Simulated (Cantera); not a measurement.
# Gas-phase reforming

An isothermal, constant-pressure homogeneous reactor starts with 29.9 % CH4, 56.9 % H2O, 13.2 % H2, at 1348 K and 3750 Torr.

Computed with Cantera and GRI-Mech 3.0 (53 species, 325 reactions).

```tsv
t (s)	x CH4	x H2O	x H2	x CH2CO	x HO2	x HCO	x CH2O
5.00e-5	0.299	0.569	0.132	<1e-12	<1e-12	<1e-12	7.17e-12
0.000136	0.299	0.569	0.132	<1e-12	<1e-12	<1e-12	1.23e-10
0.000368	0.299	0.569	0.132	<1e-12	<1e-12	<1e-12	1.27e-9
0.00100	0.299	0.569	0.132	<1e-12	<1e-12	<1e-12	6.72e-9
0.00271	0.299	0.569	0.132	<1e-12	<1e-12	<1e-12	3.00e-8
0.00737	0.299	0.569	0.132	1.20e-11	<1e-12	<1e-12	1.24e-7
0.0200	0.299	0.569	0.132	5.60e-10	<1e-12	1.49e-12	3.27e-7
0.0543	0.298	0.568	0.133	1.46e-8	<1e-12	2.02e-12	4.20e-7
0.147	0.295	0.568	0.136	1.47e-7	<1e-12	2.14e-12	4.25e-7
0.400	0.287	0.565	0.143	6.99e-7	<1e-12	2.48e-12	4.33e-7
1.09	0.269	0.558	0.160	1.96e-6	<1e-12	3.85e-12	4.52e-7
2.95	0.242	0.548	0.186	3.56e-6	<1e-12	1.02e-11	4.70e-7
8.00	0.232	0.537	0.201	3.59e-6	<1e-12	2.53e-11	4.45e-7
```
x: mole fraction; the columns are a selection and need not sum to one.

Equilibrium at this temperature and pressure: CH4 0.000271, H2O 0.150, H2 0.663, CH2CO 3.33e-10, HO2 <1e-12, HCO 2.25e-9, CH2O 2.56e-7 (gas phase only).
